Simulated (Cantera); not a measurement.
A freely propagating, adiabatic, planar premixed flame of H2 : O2 : N2 = 1 : 0.312 : 1.17 (molar parts), equivalence ratio 1.6, unburnt at 573 K and 1.01 bar; mixture-averaged transport, grid criteria slope 0.08 and curve 0.16, no radiation.

Model: the H2/O2 subset of GRI-Mech 3.0, which has no nitrogen chemistry, integrated in Cantera. Burning velocities carry a grid error of a few per cent, more on coarse grids.

x: mole fraction of selected species; z is measured from the peak of heat release.

```json
[
 {"z (mm)": "-1.30", "T (K)": "573", "u (m/s)": "8.40", "x H2": "0.403", "x O2": "0.126", "x H2O2": "<1e-8", "x OH": "<1e-8", "x HO2": "<1e-8", "x H2O": "<1e-8"},
 {"z (mm)": "-0.870", "T (K)": "573", "u (m/s)": "8.40", "x H2": "0.403", "x O2": "0.126", "x H2O2": "<1e-8", "x OH": "<1e-8", "x HO2": "<1e-8", "x H2O": "<1e-8"},
 {"z (mm)": "-0.652", "T (K)": "573", "u (m/s)": "8.40", "x H2": "0.403", "x O2": "0.126", "x H2O2": "<1e-8", "x OH": "<1e-8", "x HO2": "<1e-8", "x H2O": "<1e-8"},
 {"z (mm)": "-0.435", "T (K)": "573", "u (m/s)": "8.40", "x H2": "0.403", "x O2": "0.126", "x H2O2": "<1e-8", "x OH": "<1e-8", "x HO2": "4.22e-7", "x H2O": "6.16e-8"},
 {"z (mm)": "-0.217", "T (K)": "591", "u (m/s)": "8.63", "x H2": "0.400", "x O2": "0.126", "x H2O2": "3.50e-6", "x OH": "…", "x HO2": "0.000245", "x H2O": "0.000774"},
 {"z (mm)": "-0.109", "T (K)": "816", "u (m/s)": "11.7", "x H2": "0.366", "x O2": "0.120", "x H2O2": "1.26e-5", "x OH": "…", "x HO2": "0.000178", "x H2O": "0.0202"},
 {"z (mm)": "0", "T (K)": "1254", "u (m/s)": "17.3", "x H2": "0.252", "x O2": "0.0770", "x H2O2": "2.94e-6", "x OH": "…", "x HO2": "7.15e-5", "x H2O": "0.111"},
 {"z (mm)": "0.109", "T (K)": "1548", "u (m/s)": "21.2", "x H2": "0.155", "x O2": "0.0208", "x H2O2": "1.70e-6", "x OH": "…", "x HO2": "1.87e-5", "x H2O": "0.217"},
 {"z (mm)": "0.217", "T (K)": "1676", "u (m/s)": "22.8", "x H2": "0.136", "x O2": "0.00663", "x H2O2": "1.10e-6", "x OH": "…", "x HO2": "5.68e-6", "x H2O": "0.245"},
 {"z (mm)": "0.435", "T (K)": "1807", "u (m/s)": "24.3", "x H2": "0.138", "x O2": "0.00347", "x H2O2": "6.51e-7", "x OH": "0.00957", "x HO2": "2.78e-6", "x H2O": "0.253"},
 {"z (mm)": "0.870", "T (K)": "1945", "u (m/s)": "25.9", "x H2": "0.146", "x O2": "0.00242", "x H2O2": "3.53e-7", "x OH": "0.00986", "x HO2": "1.81e-6", "x H2O": "0.259"},
 {"z (mm)": "1.74", "T (K)": "2080", "u (m/s)": "27.4", "x H2": "0.152", "x O2": "0.00150", "x H2O2": "1.87e-7", "x OH": "0.00919", "x HO2": "1.11e-6", "x H2O": "0.265"},
 {"z (mm)": "3.48", "T (K)": "2198", "u (m/s)": "28.7", "x H2": "0.158", "x O2": "0.000797", "x H2O2": "1.03e-7", "x OH": "…", "x HO2": "6.19e-7", "x H2O": "0.272"}
]
```

### Question
What belongs in the gaps?

### Answer

- -0.217, x OH: 6.98e-5
- -0.109, x OH: 0.000779
- 0, x OH: 0.00322
- 0.109, x OH: 0.00699
- 0.217, x OH: 0.00850
- 3.48, x OH: 0.00765
